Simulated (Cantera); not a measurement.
Input (Python, Cantera):

```python
import numpy as np
import cantera as ct

surf = ct.Interface("ptcombust.yaml", "Pt_surf")
gas = surf.adjacent["gas"]
gas.TPX = 825, 500000, {'CO': 0.0031, 'O2': 0.039, 'N2': 0.79, 'H2O': 0.099}
surf.TP = 825, 500000
reactor = ct.FlowReactor(gas, clone=False)
reactor.area = 0.0001  # m2
reactor.surface_area_to_volume_ratio = 900  # 1/m
reactor.mass_flow_rate = 1.1 * reactor.area * gas.density  # inlet velocity 1.1 m/s
reactor.energy_enabled = False
wall = ct.ReactorSurface(surf, reactor, clone=False)
net = ct.ReactorNet([reactor])
net.rtol, net.atol = 1e-8, 1e-16
show, cover = ['CO', 'O2', 'H2O', 'CO2'], ['PT(S)', 'H(S)', 'O(S)', 'OH(S)', 'CO(S)', 'C(S)']

rows = []
print(f"{'z/m':>9s}{'u/(m/s)':>9s}" + "".join(f"{s:>13s}" for s in show + cover))
for z in [0.00037, 0.00079, 0.0017, 0.0037, 0.0079, 0.017, 0.037]:
    net.advance(z)
    rows.append([reactor.speed, *gas[show].X, *surf[cover].coverages])
    print(f"{z:9.4g}{rows[-1][0]:9.3g}" + "".join(f"{x:13.4e}" for x in rows[-1][1:]))
```

Result:

```
      z/m  u/(m/s)           CO           O2          H2O          CO2        PT(S)         H(S)         O(S)        OH(S)        CO(S)         C(S)
  0.00037      1.1   1.4919e-03   4.1004e-02   1.0642e-01   1.8406e-03   5.3377e-02   9.1645e-08   9.2951e-01   1.5243e-02   1.7656e-03   5.8104e-16
  0.00079      1.1   1.1387e-03   4.0835e-02   1.0644e-01   2.1944e-03   4.6385e-02   7.3902e-08   9.3824e-01   1.4278e-02   1.0087e-03   2.8579e-16
   0.0017      1.1   7.2506e-04   4.0636e-02   1.0646e-01   2.6087e-03   4.1112e-02   6.1456e-08   9.4482e-01   1.3490e-02   5.0122e-04   1.2498e-16
   0.0037      1.1   3.2466e-04   4.0444e-02   1.0649e-01   3.0097e-03   3.7523e-02   5.3466e-08   9.4930e-01   1.2920e-02   1.8612e-04   4.2159e-17
   0.0079      1.1   7.4404e-05   4.0324e-02   1.0650e-01   3.2604e-03   3.5741e-02   4.9648e-08   9.5153e-01   1.2625e-02   3.8614e-05   8.3118e-18
    0.017      1.1   3.6179e-06   4.0290e-02   1.0650e-01   3.3313e-03   3.5286e-02   4.8688e-08   9.5210e-01   1.2548e-02   1.8290e-06   3.8844e-19
    0.037      1.1   4.9645e-09   4.0288e-02   1.0650e-01   3.3349e-03   3.5263e-02   4.8640e-08   9.5213e-01   1.2544e-02   2.5065e-09   5.3197e-22
```

Cantera simulation using Deutschmann's 1995 Pt surface mechanism with GRI-Mech 3.0 gas chemistry; the numbers are that mechanism's predictions, not measurements. Catalytic surfaces can have several steady states; this one follows from the mechanism file's or the stated starting coverage. Mass transfer to the wall is taken as infinitely fast.
